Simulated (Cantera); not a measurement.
A Cantera script and what it prints.

```python
import numpy as np
import cantera as ct

gas_names = """
    CL CL2 H HCL H2 N NH NH2 NH3 N2 N2H2 N2H4 Si SiCL SiCL2 SiCL3 SiCL4 SiH SiHCL3 SiH2 SiH2CL2 SiH3
    SiH3CL SiH4 SiN Si2 Si2N Si3
""".split()
cond_names = """
    NH4CL(a) NH4CL(b) Si(cr) Si(L) Si3N4(a)
""".split()


# ... load() reads the species with a 1 bar reference pressure and builds the phases ...
atoms = {
    'SiHCl3': {'Si': 1, 'H': 1, 'CL': 3},
    'HCl': {'H': 1, 'CL': 1},
    'N2': {'N': 2},
}
top_T = {'Si3N4(a)': 2400}  # K; cautious upper limits of use, not melting points


# ... equilibrate(T, P, feed) seeds the gas with the atoms and calls Mixture.equilibrate('TP', solver="vcs", rtol=1e-11, max_steps=5000) ...
results = []
T = 1625  # K
P = 570  # Pa
for m in [7.9, 12, 19, 29, 44, 68, 110]:
    feed = {'SiHCl3': 1, 'HCl': 0.017, 'N2': m}  # mol
    mix = equilibrate(T, P, feed)
    results.append((T, P, feed, dict(zip(mix.species_names, mix.species_moles))))
    x = sorted(zip(gas.X, gas.species_names), reverse=True)
    print(f"T = {T:g} K  P = {P:g} Pa  n(N2) = {m:g} mol  gas = {mix.phase_moles(0):.4g} mol")
    print("   x: " + "  ".join(f"{s} {v:.3e}" for v, s in x if v > 0.0001))
    print("   condensed (mol): " + ("  ".join(f"{mix.phase(i).name} {mix.phase_moles(i):.4g}"
          for i in range(1, mix.n_phases) if mix.phase_moles(i) > 1e-12) or "none"))
```

Result:

```
T = 1625 K  P = 570 Pa  n(N2) = 7.9 mol  gas = 9.858 mol
   x: N2 8.014e-01  SiCL2 9.056e-02  HCL 8.951e-02  SiCL3 8.837e-03  H2 6.775e-03  SiCL4 2.003e-03  CL 8.002e-04
   condensed (mol): none
T = 1625 K  P = 570 Pa  n(N2) = 12 mol  gas = 13.97 mol
   x: N2 8.592e-01  SiCL2 6.475e-02  HCL 6.412e-02  SiCL3 5.672e-03  H2 4.313e-03  SiCL4 1.154e-03  CL 7.184e-04
   condensed (mol): none
T = 1625 K  P = 570 Pa  n(N2) = 19 mol  gas = 20.98 mol
   x: N2 9.058e-01  SiCL2 4.370e-02  HCL 4.331e-02  SiCL3 3.355e-03  H2 2.562e-03  CL 6.295e-04  SiCL4 5.983e-04
   condensed (mol): none
T = 1625 K  P = 570 Pa  n(N2) = 29 mol  gas = 30.99 mol
   x: N2 9.359e-01  SiCL2 2.994e-02  HCL 2.964e-02  SiCL3 2.009e-03  H2 1.571e-03  CL 5.503e-04  SiCL4 3.132e-04
   condensed (mol): none
T = 1625 K  P = 570 Pa  n(N2) = 44 mol  gas = 45.99 mol
   x: N2 9.566e-01  SiCL2 2.039e-02  HCL 2.014e-02  SiCL3 1.183e-03  H2 9.709e-04  CL 4.756e-04  SiCL4 1.593e-04
   condensed (mol): none
T = 1625 K  P = 570 Pa  n(N2) = 68 mol  gas = 70 mol
   x: N2 9.714e-01  SiCL2 1.354e-02  HCL 1.332e-02  SiCL3 6.635e-04  H2 5.944e-04  CL 4.019e-04
   condensed (mol): none
T = 1625 K  P = 570 Pa  n(N2) = 110 mol  gas = 112 mol
   x: N2 9.820e-01  SiCL2 8.552e-03  HCL 8.353e-03  H2 3.543e-04  SiCL3 3.405e-04  CL 3.265e-04
   condensed (mol): none
```

These are equilibrium values from Cantera (NASA tables, ideal gas, pure condensed phases), not measurements of a reactor. The tables' values for SiCl3, SiCl are old estimates; treat these amounts as uncertain.
